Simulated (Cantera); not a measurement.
**Thermodynamics of chlorosilane synthesis and conversion, feed SiCl4 + Cl2 + H2**

Charge: 1 mol SiCl4, 0.65 mol Cl2, a varied amount of H2, held at 1375 K and 1 atm.

Equilibrium computed with Cantera from the NASA thermochemical tables; the gas is ideal and each condensed phase is pure. Candidate condensed phases: Si; 19 gas species. The tables' values for SiCl3 are old estimates; treat these amounts as uncertain. The numbers say what is thermodynamically allowed, not how fast it happens.

| n(H2) (mol) | log p H2 | log p HCl | log p SiCl4 | log p SiHCl3 | log p SiCl3 | log p SiCl2 | log p SiH2Cl2 | log p Cl |
|---|---|---|---|---|---|---|---|---|
| 0.96 | -0.96 | -0.29 | -0.43 | -2.30 | -2.07 | -3.04 | -5.00 | -5.35 |
| 1.1 | -0.82 | -0.31 | -0.46 | -2.17 | -2.00 | -2.89 | -4.71 | -5.44 |
| 1.3 | -0.69 | -0.33 | -0.50 | -2.05 | -1.95 | -2.74 | -4.43 | -5.53 |
| 1.5 | -0.60 | -0.35 | -0.53 | -1.97 | -1.92 | -2.64 | -4.24 | -5.60 |
| 1.7 | -0.53 | -0.38 | -0.57 | -1.92 | -1.90 | -2.56 | -4.10 | -5.66 |
| 2 | -0.46 | -0.41 | -0.61 | -1.86 | -1.88 | -2.48 | -3.94 | -5.72 |
| 2.3 | -0.41 | -0.44 | -0.66 | -1.82 | -1.86 | -2.41 | -3.82 | -5.78 |
| 2.7 | -0.35 | -0.47 | -0.71 | -1.79 | -1.86 | -2.34 | -3.70 | -5.84 |
| 3.1 | -0.31 | -0.50 | -0.76 | -1.77 | -1.86 | -2.29 | -3.60 | -5.89 |
| 3.6 | -0.27 | -0.54 | -0.82 | -1.75 | -1.86 | -2.24 | -3.51 | -5.94 |
| 4.1 | -0.25 | -0.57 | -0.87 | -1.74 | -1.87 | -2.20 | -3.45 | -5.99 |
| 4.8 | -0.21 | -0.61 | -0.94 | -1.74 | -1.88 | -2.16 | -3.37 | -6.05 |
| 5.5 | -0.19 | -0.64 | -1.00 | -1.74 | -1.89 | -2.13 | -3.32 | -6.09 |
log p: log10 of the partial pressure in bar; nothing condenses.

From 0.96 mol H2 to 5.5 mol H2 nothing is condensed. The main Si-bearing gas is SiCl4 throughout.
